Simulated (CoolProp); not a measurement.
CHF3 (R23) at several states: Z from the reference equation and from simpler models built on Tc = 26.1 °C, pc = 48.32 bar, ω = 0.263; each cubic takes its own stable root.

Model: reference Helmholtz-energy equation of state, Penoncello 2003, in CoolProp.

```tsv
T (°C)	p (bar)	phase	reference	van der Waals	Redlich-Kwong	Soave-Redlich-Kwong	Peng-Robinson
-58.55	1.35	gas	0.9656	0.9816	0.9754	___	0.9714
-19.05	108	liquid	0.2918	___	___	0.3421	___
-60.55	84.6	liquid	0.2416	0.4120	___	___	0.2490
14.15	50.8	liquid	0.1555	0.2603	0.2041	0.1973	0.1760
182.85	31.2	gas	___	0.9345	0.9421	___	0.9514
```

Question: Some entries are withheld; supply them.

Answer: 
- -58.55, Soave-Redlich-Kwong: 0.9728
- -19.05, van der Waals: 0.4775
- -19.05, Redlich-Kwong: 0.3528
- -19.05, Peng-Robinson: 0.3036
- -60.55, Redlich-Kwong: 0.2903
- -60.55, Soave-Redlich-Kwong: 0.2809
- 182.85, reference: 0.9537
- 182.85, Soave-Redlich-Kwong: 0.9648
